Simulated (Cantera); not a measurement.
A closed system holds: 1 mol SiCl₄, 110 mol N₂, at 1623 K and 1.00 bar.

Method: chemical equilibrium by Gibbs-energy minimisation in Cantera with the NASA 1993 tables (ideal gas, pure condensed phases). Candidate condensed phases: Si, Si₃N₄; 13 gas species. The tables' values for SiCl₃ are old estimates; treat these amounts as uncertain. Equilibrium is a limit: real reactors are often held back by kinetics, nucleation or transport.

Base state: N₂ 0.991, SiCl₄ 0.00858, Cl 0.000437, SiCl₃ 0.000382, SiCl₂ 3.96e-5, Cl₂ 1.21e-5 (mole fractions); condensed: gas only.

What changes in the equilibrium state with this change: 0.061 mol Cl₂ added?


```
species    before     after
-------  --------  --------
N₂          0.991     0.990
SiCl₄     0.00858   0.00884
Cl       0.000437   0.00111
Cl₂       1.21e-5   7.79e-5
SiCl₂     3.96e-5   6.32e-6
SiCl₃    0.000382  0.000155
```
